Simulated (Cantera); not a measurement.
# Counterflow diffusion flame

A counterflow diffusion flame at 200000 Pa, nozzles 20 mm apart: fuel side 46.3 % CH4, 38.0 % H2, 15.7 % N2 at 475 K, oxidiser side 24.0 % O2, 76.0 % N2 at 350 K, fuel mass flux 0.48 times the oxidiser's; mixture-averaged transport, no radiation.

Model: GRI-Mech 3.0 (53 species, 325 reactions), integrated in Cantera. GRI-Mech 3.0 has no aromatics or soot, which form on the fuel side of real flames. The maximum strain rate includes the flame's own expansion and is several times the mean.

```json
[
 {"oxidiser flux (kg/m²/s)": "1.2", "max strain (1/s)": "382", "mean strain (1/s)": "75.3", "T max (K)": "2342", "peak x OH": "0.0121", "peak x H": "0.00511", "peak x NO": "0.000378", "peak x CO": "0.0482", "peak x C2H2": "0.0106"},
 {"oxidiser flux (kg/m²/s)": "1.6", "max strain (1/s)": "506", "mean strain (1/s)": "100", "T max (K)": "2323", "peak x OH": "0.0124", "peak x H": "0.00544", "peak x NO": "0.000345", "peak x CO": "0.0473", "peak x C2H2": "0.0102"},
 {"oxidiser flux (kg/m²/s)": "2.1", "max strain (1/s)": "657", "mean strain (1/s)": "132", "T max (K)": "2304", "peak x OH": "0.0125", "peak x H": "0.00575", "peak x NO": "0.000315", "peak x CO": "0.0464", "peak x C2H2": "0.00980"},
 {"oxidiser flux (kg/m²/s)": "2.7", "max strain (1/s)": "835", "mean strain (1/s)": "169", "T max (K)": "2287", "peak x OH": "0.0126", "peak x H": "0.00606", "peak x NO": "0.000291", "peak x CO": "0.0457", "peak x C2H2": "0.00944"},
 {"oxidiser flux (kg/m²/s)": "3.6", "max strain (1/s)": "1090", "mean strain (1/s)": "226", "T max (K)": "2270", "peak x OH": "0.0127", "peak x H": "0.00642", "peak x NO": "0.000266", "peak x CO": "0.0450", "peak x C2H2": "0.00907"},
 {"oxidiser flux (kg/m²/s)": "4.8", "max strain (1/s)": "1440", "mean strain (1/s)": "301", "T max (K)": "2255", "peak x OH": "0.0128", "peak x H": "0.00683", "peak x NO": "0.000244", "peak x CO": "0.0445", "peak x C2H2": "0.00884"},
 {"oxidiser flux (kg/m²/s)": "6.3", "max strain (1/s)": "1850", "mean strain (1/s)": "395", "T max (K)": "2239", "peak x OH": "0.0128", "peak x H": "0.00721", "peak x NO": "0.000221", "peak x CO": "0.0441", "peak x C2H2": "0.00860"},
 {"oxidiser flux (kg/m²/s)": "8.3", "max strain (1/s)": "2410", "mean strain (1/s)": "521", "T max (K)": "2222", "peak x OH": "0.0127", "peak x H": "0.00758", "peak x NO": "0.000198", "peak x CO": "0.0436", "peak x C2H2": "0.00832"},
 {"oxidiser flux (kg/m²/s)": "11", "max strain (1/s)": "3130", "mean strain (1/s)": "690", "T max (K)": "2201", "peak x OH": "0.0126", "peak x H": "0.00794", "peak x NO": "0.000173", "peak x CO": "0.0432", "peak x C2H2": "0.00801"}
]
```
x: mole fraction; the columns are a selection and need not sum to one.
